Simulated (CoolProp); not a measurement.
Properties of R141b at several states.

Computed with CoolProp (reference Helmholtz-energy equation of state, Lemmon 2006). It is a short technical equation, of lower accuracy than the large ones.

```csv
T (K),p (MPa),phase,Z,isothermal compressibility (1/MPa),fugacity coefficient
396.3,0.084,gas,0.9878,12.05,0.9880
208.1,1.32,liquid,0.06372,0.0007255,0.0003727
273.1,0.152,liquid,…,…,0.1824
299,0.326,liquid,0.01244,…,0.2430
260.7,0.0249,liquid,0.001030,0.001180,0.6131
```

Task: Fill in the missing entries.

Result: 
- 273.1, Z: 0.006109
- 273.1, isothermal compressibility (1/MPa): 0.001329
- 299, isothermal compressibility (1/MPa): 0.001731
